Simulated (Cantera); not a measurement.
A perfectly stirred reactor is fed with 37.1 % H2, 13.2 % O2, 49.7 % N2, at 35000 Pa; it is adiabatic with a 325 K inlet, and is followed from long to short residence time, starting on the burning branch (τ in s: 0.41, 0.11, 0.027, 0.0071, 0.0018, 0.00048, 0.00012, 3.2e-05, 8.3e-06).

Detailed kinetics in Cantera: GRI-Mech 3.0 (53 species, 325 reactions).

Task: Predict: blow-out, bracketed by the residence times tried; x(H2) at τ = 0.410 s; x(O2) at τ = 0.410 s; x(NO) at τ = 0.410 s; x(OH) at τ = 0.410 s; x(H2O2) at τ = 0.410 s; x(H2) at τ = 1.80 ms; x(O2) at τ = 1.80 ms; x(NO) at τ = 1.80 ms; x(OH) at τ = 1.80 ms; x(H2O2) at τ = 1.80 ms.

Result: 
| Item | Value |
|---|---|
| blow-out, bracketed by the residence times tried | burning at 0.120 ms, out at 32.0 µs |
| x(H2) at τ = 0.410 s | 0.120 |
| x(O2) at τ = 0.410 s | 0.000117 |
| x(NO) at τ = 0.410 s | 0.000229 |
| x(OH) at τ = 0.410 s | 0.00265 |
| x(H2O2) at τ = 0.410 s | 9.26e-9 |
| x(H2) at τ = 1.80 ms | 0.110 |
| x(O2) at τ = 1.80 ms | 0.00405 |
| x(NO) at τ = 1.80 ms | 4.23e-5 |
| x(OH) at τ = 1.80 ms | 0.00980 |
| x(H2O2) at τ = 1.80 ms | 1.84e-7 |
